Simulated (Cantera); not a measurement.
**Si + H2O + H2 (thermal oxidation and active oxidation of silicon)**

Charge: 1 mol Si, 0.45 mol H2O, 3.1 mol H2, held at 1.10 mbar.

These are equilibrium values from Cantera (NASA tables, ideal gas, pure condensed phases), not measurements of a reactor. Candidate condensed phases: H2O, Si, SiO2; 18 gas species. Mutual solubility and eutectic melting of coexisting phases are not modelled. The tables hold silica as quartz up to 1696 K and as liquid above; real silica turns to tridymite and cristobalite and melts near 1996 K. Gases not in the tables: Si2H6 and higher silanes. The numbers say what is thermodynamically allowed, not how fast it happens.

From 650 °C to 1150 °C the condensed part is Si(s) + SiO2(β-quartz). From 1250 °C to 1350 °C the condensed part is Si(s). From 1450 °C to 1750 °C the condensed part is Si(l). From 1850 °C to 1950 °C nothing is condensed. The main Si-bearing gas is SiO at 650 °C and Si at 1950 °C.

```csv
T (°C),x H2,x H,x SiO,x Si,x SiH,x Si2,n Si(s),n SiO2(β-quartz),n Si(l)
650,1.00,7.38e-9,1.45e-8,<1e-12,<1e-12,<1e-12,0.775,0.225,0
750,1.000,1.25e-7,1.21e-6,<1e-12,1.02e-12,<1e-12,0.775,0.225,0
850,1.000,1.28e-6,4.55e-5,5.85e-11,4.93e-11,<1e-12,0.775,0.225,0
950,0.999,9.06e-6,0.000933,2.93e-9,1.26e-9,<1e-12,0.773,0.223,0
1050,0.988,4.75e-5,0.0120,8.06e-8,1.95e-8,2.45e-11,0.753,0.203,0
1150,0.893,0.000189,0.107,1.39e-6,1.95e-7,9.94e-10,0.562,0.0119,0
1250,0.887,0.000656,0.112,1.64e-5,1.50e-6,2.46e-8,0.550,0,0
1350,0.886,0.00196,0.112,0.000142,8.91e-6,4.08e-7,0.549,0,0
1450,0.882,0.00516,0.112,0.000894,4.00e-5,4.23e-6,0,0,0.546
1550,0.872,0.0122,0.111,0.00402,0.000133,2.60e-5,0,0,0.533
1650,0.849,0.0262,0.109,0.0154,0.000386,0.000132,0,0,0.483
1750,0.792,0.0510,0.104,0.0517,0.000982,0.000566,0,0,0.314
1850,0.701,0.0905,0.0947,0.111,0.00160,0.00110,0,0,0
1950,0.643,0.155,0.0914,0.109,0.00123,0.000479,0,0,0
```
x: gas mole fraction; n: condensed amount in mol.
